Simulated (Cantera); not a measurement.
An adiabatic, constant-volume homogeneous reactor starts with C3H8 : O2 : N2 = 1 : 3.57 : 13.4 (molar parts), equivalence ratio 1.4, at 1725 K and 4050 Torr.

Computed with Cantera and GRI-Mech 3.0 (53 species, 325 reactions). GRI-Mech 3.0 was tuned for natural gas; its chemistry of propane as a main component is partial and can be far from experiment. Above 3000 K some thermodynamic fits are extrapolated.

Q: Predict: time of steepest temperature rise; temperature at 0.200 s; equilibrium temperature; x(O2) at 0.200 s; x(O) at 0.200 s; x(H2O2) at 0.200 s; x(CO2) at 0.200 s.

A: 
```json
{
  "time_of_steepest_temperature_rise": "4.67 µs",
  "temperature at 0.200 s": "3219 K",
  "equilibrium_temperature": "3219 K",
  "x(O2) at 0.200 s": "0.00431 (gas-phase equilibrium 0.00431)",
  "x(O) at 0.200 s": "0.00439 (gas-phase equilibrium 0.00439)",
  "x(H2O2) at 0.200 s": "6.51e-7 (gas-phase equilibrium 6.51e-7)",
  "x(CO2) at 0.200 s": "0.0346 (gas-phase equilibrium 0.0346)"
}
```
